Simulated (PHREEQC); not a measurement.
Dissolve 0.011 mol CaCl2, 0.00016 mol NaF and 0.0062 mol MgSO4 per kg of water at 63 °C. Closed to the air; pH follows from the charge balance.

Equilibrium calculation in PHREEQC: ion-association model, phreeqc.dat.

Question: The ionic strength comes out as 0.0457 mol/kgw. What activity coefficients do Na+, Mg+2, F-, MgF+, NaSO4- get?

Answer: Na+ 0.82, Mg+2 0.47, F- 0.81, MgF+ 0.81, NaSO4- 0.82.

No solid was allowed to form. At this temperature some constants are extrapolated from 25 °C, and those without enthalpy data are left unchanged.
